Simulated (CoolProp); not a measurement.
The numbers come from the reference Helmholtz-energy equation of state, McLinden 2015 in CoolProp.

Q: For the fluoroketone C6F12O (FK-5-1-12), give the phase and the density (kg/m³), cp (kJ/(kg K)), cv (kJ/(kg K)), speed of sound (m/s) at 340.6 K and 0.575 MPa; 340.6 K and 0.719 MPa; 340.6 K and 0.935 MPa.

A: 
- 340.6 K and 0.575 MPa: liquid; density 1470, cp 1.14, cv 0.916, speed of sound 377
- 340.6 K and 0.719 MPa: liquid; density 1470, cp 1.14, cv 0.916, speed of sound 379
- 340.6 K and 0.935 MPa: liquid; density 1470, cp 1.14, cv 0.916, speed of sound 382
